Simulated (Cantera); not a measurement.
A freely propagating, adiabatic, planar premixed flame of 2.90 % CH4, 2.76 % C2H6, 19.8 % O2, 74.5 % N2, unburnt at 425 K and 1.00 bar; multicomponent transport, grid criteria slope 0.08 and curve 0.16, no radiation.

Cantera simulation using GRI-Mech 3.0 (53 species, 325 reactions); the numbers are that mechanism's predictions, not measurements. Burning velocities carry a grid error of a few per cent, more on coarse grids.

x: mole fraction of selected species; z is measured from the peak of heat release.

```
z (mm)  T (K)  u (m/s)     x CH4    x C2H6    x O2     x CH3     x NO      x H2
------  -----  -------  --------  --------  ------  --------  -------  --------
-1.27     425    0.548    0.0290    0.0275   0.198     <1e-8    <1e-8  0.000534
-0.846    427    0.551    0.0289    0.0275   0.198     <1e-8    <1e-8   0.00138
-0.635    434    0.561    0.0287    0.0274   0.197     <1e-8    <1e-8   0.00248
-0.423    ___    0.635    0.0276    0.0269   0.192   6.73e-8  2.46e-8   0.00464
-0.212    ___     1.10    0.0210    0.0200   0.163   6.38e-5  5.23e-7   0.00814
-0.106    ___     1.61    0.0133   0.00930   0.127  0.000838  1.56e-6   0.00991
0         ___     2.12   0.00405  0.000668  0.0863   0.00104  3.15e-6   0.00973
0.106    1731     2.32  0.000326   1.65e-6  0.0634   7.89e-5  5.17e-6   0.00664
0.212    1786     2.39   1.39e-5     <1e-8  0.0555   3.34e-6  6.83e-6   0.00516
0.423    1855     2.46   3.13e-8     <1e-8  0.0503     <1e-8  9.28e-6   0.00452
0.846    1934     2.56     <1e-8     <1e-8  0.0470     <1e-8  1.29e-5   0.00350
1.69     2004     2.64     <1e-8     <1e-8  0.0449     <1e-8  1.79e-5   0.00214
3.39     2051     2.69     <1e-8     <1e-8  0.0435     <1e-8  2.41e-5   0.00110
```

### Question
Fill in the missing entries.

### Answer

- -0.423, T (K): 489
- -0.212, T (K): 835
- -0.106, T (K): 1208
- 0, T (K): 1578
